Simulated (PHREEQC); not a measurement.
1 kg of water holding 0.13 mol LiCl and 0.036 mol NaCl is evaporated at 25 °C; the solids stay in contact with the brine. The system is closed to CO2. Solids allowed: Halite. Others were left out.

Equilibrium calculation in PHREEQC: Pitzer model, pitzer.dat.

```
water left (kg)  ionic strength  water activity  Halite (mol)
---------------  --------------  --------------  ------------
1                         0.166           0.994             0
0.8219                    0.202           0.993             0
0.5552                    0.299           0.990             0
0.4563                    0.364           0.988             0
0.3082                    0.539           0.982             0
0.2533                    0.655           0.977             0
0.2082                    0.797           0.972             0
0.1407                     1.18           0.958             0
0.1156                     1.44           0.947             0
0.07809                    2.13           0.917             0
0.06418                    2.59           0.896             0
0.05275                    3.15           0.867             0
0.03564                    4.66           0.781             0
0.0293                     5.67           0.717             0
0.01979                    7.58           0.578        0.0160
0.01627                    8.50           0.504        0.0277
```

Halite from water left = 0.01979 kg.

Complexes and solids missing from the database can't appear.
